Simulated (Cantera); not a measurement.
Input: 1 mol SrCl2, 270 mol H2, at 9.40 Pa.

These are equilibrium values from Cantera (NASA tables, ideal gas, pure condensed phases), not measurements of a reactor. Candidate condensed phases: Sr, SrCl2; 8 gas species. Equilibrium is a limit: real reactors are often held back by kinetics, nucleation or transport.

Task: What share of the Sr ends up in condensed phases as a function of T (K), at 925, 975, 1025, 1075, 1125, 1175, 1225, 1275, 1325, 1375, 1425?

Result: 
```csv
T (K),Sr condensed (%),as
925,100.0,SrCl2(s)
975,99.8,SrCl2(s)
1025,98.4,SrCl2(s)
1075,90.8,SrCl2(s)
1125,54.5,SrCl2(s)
1175,0.0,-
1225,0.0,-
1275,0.0,-
1325,0.0,-
1375,0.0,-
1425,0.0,-
```
